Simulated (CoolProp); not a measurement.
Values from CoolProp's reference Helmholtz-energy equation of state, Wagner 2002.

For water, give the phase and the Z, cp (kJ/(kg K)), isothermal compressibility (1/MPa), fugacity coefficient at 129.25 °C and 68 MPa; 318.15 °C and 68 MPa.


- 129.25 °C and 68 MPa: liquid; Z 0.379, cp 4.11, isothermal compressibility 0.000438, fugacity coefficient 0.00554
- 318.15 °C and 68 MPa: liquid; Z 0.323, cp 4.72, isothermal compressibility 0.00144, fugacity coefficient 0.163
